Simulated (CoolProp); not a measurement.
The fluid at 298.15 K and 0.42 MPa flows at 0.18 m/s in a round tube of 1 mm bore and 15 µm roughness, fully developed (64/Re and Nu = 3.66 if laminar; Colebrook and Gnielinski if turbulent). The same conditions are run with several fluids, on thermodynamics alone (safety and materials aside).

The numbers come from the reference Helmholtz-energy equation of state of each fluid (R134a: Tillner-Roth 1994; R125: Lemmon 2005; nitrogen: Span 2000; carbon dioxide: Span 1996; R404A: Lemmon 2003) in CoolProp. Blends and air are pseudo-pure fits.

```tsv
fluid	Reynolds number	Darcy friction factor	pressure drop (Pa/m)	heat-transfer coefficient (W/(m² K))	mass flow (kg/h)
R134a	292	(withheld)	67.6	(withheld)	(withheld)
R125	302	0.212	74.8	(withheld)	0.0111
nitrogen	47.9	1.34	103	95.0	(withheld)
carbon dioxide	91.7	0.698	(withheld)	61.6	0.00388
R404A	261	0.245	(withheld)	50.9	0.00907
```

Q: What belongs in the gaps?

A: 
- R134a, Darcy friction factor: 0.219
- R134a, heat-transfer coefficient (W/(m² K)): 49.6
- R134a, mass flow (kg/h): 0.00968
- R125, heat-transfer coefficient (W/(m² K)): 51.7
- nitrogen, mass flow (kg/h): 0.00242
- carbon dioxide, pressure drop (Pa/m): 86.1
- R404A, pressure drop (Pa/m): 70.8

Transport values come from each fluid's own correlations; those of R134a are estimates that may be off by 10 % or more.
